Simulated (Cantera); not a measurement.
A perfectly stirred reactor is fed with 64.9 % CH4, 24.7 % H2O, 10.4 % H2, at 1200000 Pa; it is held at 1873 K, and followed from long to short residence time.

Computed with Cantera and GRI-Mech 3.0 (53 species, 325 reactions). GRI-Mech 3.0 stops at C3 and has no aromatics, soot or wall deposition, so with more carbon than oxygen in the feed, carbon stays in small species such as C2H2 where larger ones or solid carbon would form. The pressure lies above the range GRI-Mech 3.0 was tuned for (to about 10 atm).

x: mole fraction; the columns are a selection and need not sum to one.

```csv
τ (s),x CH4,x H2O,x H2,x HO2,x CH2CO
7.1,0.0665,0.000792,0.712,<1e-12,2.80e-6
3.0,0.0668,0.00183,0.711,<1e-12,2.95e-6
1.3,0.0673,?,0.709,<1e-12,?
0.55,0.0683,?,0.704,<1e-12,?
0.23,0.0705,0.0189,0.695,<1e-12,5.82e-6
0.098,0.0743,0.0355,0.680,<1e-12,9.11e-6
0.042,0.0807,0.0593,0.658,<1e-12,1.47e-5
0.018,0.0913,0.0884,0.629,<1e-12,2.26e-5
0.0075,0.110,0.119,0.592,<1e-12,3.18e-5
0.0032,0.142,0.145,0.549,<1e-12,3.89e-5
```

### Question
Complete the blanks.

### Answer

- 1.3, x H2O: 0.00408
- 1.3, x CH2CO: 3.30e-6
- 0.55, x H2O: 0.00902
- 0.55, x CH2CO: 4.09e-6
